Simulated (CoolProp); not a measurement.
Vapour-liquid equilibrium of CHF3 (R23) (1) + CH2F2 (R32) (2) at 224.3 K; x and y are mole fractions of (1).

Model: multi-fluid Helmholtz-energy mixture model, Penoncello 2003 and Tillner-Roth 1997; pair parameters Bell 2016, in CoolProp.

```csv
x,bubble pressure (kPa),y at the bubble point,dew pressure at overall composition x (kPa),liquid density (mol/L)
0.05,135.8,[?],121.5,22.93
0.15,[?],0.418,132.4,22.47
0.25,213.0,0.573,[?],[?]
0.35,251.4,0.681,161.4,21.57
0.45,289.6,0.761,181.2,21.12
0.55,[?],0.823,[?],20.68
0.65,365.7,0.873,239.2,20.24
0.75,[?],0.916,283.8,19.81
0.85,442.4,0.952,347.1,[?]
0.95,481.7,0.985,439.9,18.93
```

Complete the blanks.


- 0.05, y at the bubble point: 0.178
- 0.15, bubble pressure (kPa): 174.4
- 0.25, dew pressure at overall composition x (kPa): 145.5
- 0.25, liquid density (mol/L): 22.01
- 0.55, bubble pressure (kPa): 327.7
- 0.55, dew pressure at overall composition x (kPa): 206.3
- 0.75, bubble pressure (kPa): 403.8
- 0.85, liquid density (mol/L): 19.37

No azeotrope shows between x = 0.05 and 0.95.

The pair parameters rest on a limited set of measurements; away from them the model extrapolates.
